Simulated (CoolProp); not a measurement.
R1234yf along the isobar 4.62 MPa: density (kg/m³) from the reference equation and from simpler models built on Tc = 367.8 K, pc = 3.384 MPa, ω = 0.276; each cubic takes its own stable root.

The numbers come from the reference Helmholtz-energy equation of state, Lemmon 2022 in CoolProp.

| T (K) | phase | reference |
|---|---|---|
| 265.3 | liquid | 1218 |
| 278.5 | liquid | 1179 |
| 291.6 | liquid | 1139 |
| 304.8 | liquid | 1096 |
| 317.9 | liquid | 1049 |
| 331.1 | liquid | 996.1 |
| 344.2 | liquid | 935.1 |
| 357.4 | liquid | 859.0 |
| 370.5 | supercritical | 751.9 |
| 383.7 | supercritical | 523.7 |
| 396.8 | supercritical | 321.6 |
| 410 | supercritical | 258.1 |

Problem. How far does each simpler model (van der Waals, Soave-Redlich-Kwong, Peng-Robinson) lie from the reference over these 12 states: mean and median of the absolute difference, and the worst?

Solution. 
- van der Waals: mean 31.1 %, median 36.8 %, worst -39.2 % at 265.3 K and 4.62 MPa
- Soave-Redlich-Kwong: mean 12.3 %, median 11.9 %, worst -19.4 % at 370.5 K and 4.62 MPa
- Peng-Robinson: mean 3.5 %, median 1.3 %, worst -11.0 % at 370.5 K and 4.62 MPa
